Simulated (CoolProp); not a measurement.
Cyclohexane at several states: fugacity coefficient from the reference equation and from simpler models built on Tc = 280.5 °C, pc = 4.081 MPa, ω = 0.209; each cubic takes its own stable root.

Model: reference Helmholtz-energy equation of state, Zhou 2014, in CoolProp.

```csv
T (°C),p (MPa),phase,reference,Soave-Redlich-Kwong,Peng-Robinson
98.65,9.83,liquid,0.02360,0.02428,0.02320
203.85,0.0169,gas,0.9978,0.9978,0.9976
122.95,0.0274,gas,0.9933,0.9937,0.9934
11.45,0.792,liquid,0.008883,0.009150,0.009699
271.45,0.112,gas,0.9902,0.9902,0.9891
```
